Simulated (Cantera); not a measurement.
Charge: 1 mol SiH₄, 0.13 mol C₂H₄, 18 mol H₂, 0.011 mol CH₄, at 2100 °C and 0.0100 bar.

Method: chemical equilibrium by Gibbs-energy minimisation in Cantera with the NASA 1993 tables (ideal gas, pure condensed phases). Candidate condensed phases: C, C₆H₆, C₇H₈, C₈H₁₈, Si, SiC; 87 gas species. Gases not in the tables: Si₂H₆ and higher silanes. Rates play no part.

Base state: H₂ 0.829, H 0.127, Si 0.0349, Si₂C 0.00260, SiC₂ 0.00254, C₂H₂ (acetylene) 0.00211, SiH 0.00103, Si₂ 0.000153 (mole fractions); condensed: gas only.

What changes in the equilibrium state with this change: temperature from 2100 °C to 1377 °C?


| species | before | after |
|---|---|---|
| H₂ | 0.829 | 0.999 |
| H | 0.127 | 0.000908 |
| Si | 0.0349 | 2.68e-5 |
| SiC₂ | 0.00254 | <1e-9 |
| C₂H₂ (acetylene) | 0.00211 | 7.03e-9 |
| Si₂C | 0.00260 | 1.18e-7 |
| Si(s), mol | 0 | 0.728 |
| SiC(s), mol | 0 | 0.271 |
Mutual solubility and eutectic melting of coexisting phases are not modelled.
